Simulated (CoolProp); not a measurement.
The fluid at 293.15 K and 6.22 MPa flows at 0.43 m/s in a round tube of 1 mm bore and 0.25 µm roughness, fully developed (64/Re and Nu = 3.66 if laminar; Colebrook and Gnielinski if turbulent). The same conditions are run with several fluids, on thermodynamics alone (safety and materials aside).

Values from CoolProp's reference Helmholtz-energy equation of state of each fluid (sulfur hexafluoride: Guder 2009; R142b: Lemmon 2006; ethanol: Schroeder 2014; isobutane: Bücker 2006).

```json
[
 {"fluid": "sulfur hexafluoride", "Reynolds number": "4040", "Darcy friction factor": "0.0401", "pressure drop (Pa/m)": "5520", "heat-transfer coefficient (W/(m² K))": "1360", "mass flow (kg/h)": "1.81"},
 {"fluid": "R142b", "Reynolds number": "1870", "Darcy friction factor": "0.0342", "pressure drop (Pa/m)": "3610", "heat-transfer coefficient (W/(m² K))": "317", "mass flow (kg/h)": "1.39"},
 {"fluid": "ethanol", "Reynolds number": "276", "Darcy friction factor": "0.232", "pressure drop (Pa/m)": "17000", "heat-transfer coefficient (W/(m² K))": "613", "mass flow (kg/h)": "0.966"},
 {"fluid": "isobutane", "Reynolds number": "1400", "Darcy friction factor": "0.0458", "pressure drop (Pa/m)": "2400", "heat-transfer coefficient (W/(m² K))": "348", "mass flow (kg/h)": "0.690"}
]
```

Transport values come from each fluid's own correlations; those of R142b are estimates that may be off by 10 % or more.
